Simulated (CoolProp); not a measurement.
Vapour-liquid equilibrium of R125 (1) + dimethyl ether (2) at 273.9 K; x and y are mole fractions of (1).

Values from CoolProp's multi-fluid Helmholtz-energy mixture model, Lemmon 2005 and Wu 2011; pair parameters Bell 2016.

Task: Give the bubble pressure and the first vapour's composition at x = 0.8, 0.875, 0.95. Is there an azeotrope?

Result: x = 0.8: 5.554 bar, y = 0.925; x = 0.875: 6.043 bar, y = 0.960; x = 0.95: 6.540 bar, y = 0.987. No azeotrope shows between x = 0.05 and 0.95.

The pair parameters rest on a limited set of measurements; away from them the model extrapolates.
